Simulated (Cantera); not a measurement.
An adiabatic, constant-volume homogeneous reactor starts with CO : H2 : O2 : N2 = 1 : 0.14 : 1.54 : 5.79 (molar parts), at 1650 K and 270000 Pa.

Cantera simulation using GRI-Mech 3.0 (53 species, 325 reactions); the numbers are that mechanism's predictions, not measurements. The hydrogen kinetics of GRI-Mech 3.0 are dated; newer H2 mechanisms differ, most at raised pressure.

Question: Predict: time of steepest temperature rise; temperature at 0.300 s; equilibrium temperature; x(CO) at 0.300 s; x(H2) at 0.300 s; x(O2) at 0.300 s; x(HO2) at 0.300 s; x(H) at 0.300 s.

Answer: 
```json
{
  "time_of_steepest_temperature_rise": "19.2 µs",
  "temperature at 0.300 s": "2647 K",
  "equilibrium_temperature": "2647 K",
  "x(CO) at 0.300 s": "0.0127 (gas-phase equilibrium 0.0127)",
  "x(H2) at 0.300 s": "0.000249 (gas-phase equilibrium 0.000249)",
  "x(O2) at 0.300 s": "0.114 (gas-phase equilibrium 0.114)",
  "x(HO2) at 0.300 s": "7.02e-6 (gas-phase equilibrium 7.02e-6)",
  "x(H) at 0.300 s": "0.000364 (gas-phase equilibrium 0.000364)"
}
```
